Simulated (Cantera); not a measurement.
A Cantera script and what it prints.

```python
import numpy as np
import cantera as ct

gas_names = """
    N NO NO2 NO3 N2 N2O O O2 O3 Si SiN SiO SiO2 Si2 Si2N Si3
""".split()
cond_names = """
    Si(cr) Si(L) SiO2(Lqz) SiO2(hqz) SiO2(L) Si2N2O(s) Si3N4(a)
""".split()


def load(file, names, dense=False):
    # The tables refer to 1 bar. Condensed volumes are neglected.
    table = {s.name: s for s in ct.Species.list_from_file(file)}
    out = []
    for n in names:
        d = dict(table[n].input_data)
        d["thermo"] = dict(d["thermo"], **{"reference-pressure": 1e5})
        if dense:
            d["equation-of-state"] = {"model": "constant-volume", "density": "1e6 g/cm^3"}
        out.append(ct.Species.from_dict(d))
    return out


gas = ct.Solution(thermo="ideal-gas", species=load("nasa_gas.yaml", gas_names))
cond = {s.name: ct.Solution(thermo="fixed-stoichiometry", species=[s], name=s.name)
        for s in load("nasa_condensed.yaml", cond_names, dense=True)}
atoms = {
    'Si3N4': {'Si': 3, 'N': 4},
    'N2O': {'N': 2, 'O': 1},
    'N2': {'N': 2},
}
top_T = {'Si2N2O(s)': 2100, 'Si3N4(a)': 2400}  # K; cautious upper limits of use, not melting points


def equilibrate(T, P, feed):
    n = {}
    for name, mol in feed.items():
        for a, k in atoms[name].items():
            n[a] = n.get(a, 0.0) + k * mol
    gas.TPX = T, P, n
    mass = sum(n.values()) * gas.mean_molecular_weight
    gas.equilibrate("TP")
    valid = [c for c in cond.values() if c.min_temp <= T <= top_T.get(c.name, c.max_temp)]
    mix = ct.Mixture([(gas, mass / gas.mean_molecular_weight)] + [(c, 0.0) for c in valid])
    mix.T, mix.P = T, P
    mix.equilibrate("TP", solver="vcs", rtol=1e-11, max_steps=5000)
    return mix


results = []
feed = {'Si3N4': 1, 'N2O': 0.045, 'N2': 70}  # mol
P = 133.322  # Pa
for T in [1525, 1550, 1575, 1600, 1625, 1650, 1675, 1700, 1725]:
    mix = equilibrate(T, P, feed)
    results.append((T, P, feed, dict(zip(mix.species_names, mix.species_moles))))

top = {s: max(r[3][s] / sum(r[3][g] for g in gas_names) for r in results) for s in gas_names}
cols = sorted((s for s in top if top[s] > 0.001), key=lambda s: -top[s])[:6]
seen = [c for c in cond_names if any(r[3].get(c, 0) > 1e-12 for r in results)]
print("log10 of partial pressures in bar; condensed amounts in mol")
print(f"{'T/K':>10s}" + "".join(f"{s[:9]:>10s}" for s in cols + seen))
for T, P, feed, n in results:
    ng = sum(n[g] for g in gas_names)
    print(f"{T:10.4g}" + "".join(f"{np.log10(max(n[s] / ng * P / 1e5, 1e-99)):10.3f}" for s in cols)
          + "".join(f"{n.get(c, 0):10.4g}" for c in seen))
```

Output:

```
log10 of partial pressures in bar; condensed amounts in mol
       T/K        N2     Si(L) Si2N2O(s)  Si3N4(a)
      1525    -2.875         0   0.01304    0.9806
      1550    -2.875         0         0    0.9849
      1575    -2.875         0         0    0.9847
      1600    -2.875         0         0    0.9843
      1625    -2.875         0         0    0.9835
      1650    -2.875         0         0    0.9817
      1675    -2.876         0         0    0.9779
      1700    -2.876     2.914         0         0
      1725    -2.876     2.894         0         0
```

Method: chemical equilibrium by Gibbs-energy minimisation in Cantera with the NASA 1993 tables (ideal gas, pure condensed phases). Mutual solubility and eutectic melting of coexisting phases are not modelled. The tables' values for SiN are old estimates; treat these amounts as uncertain.
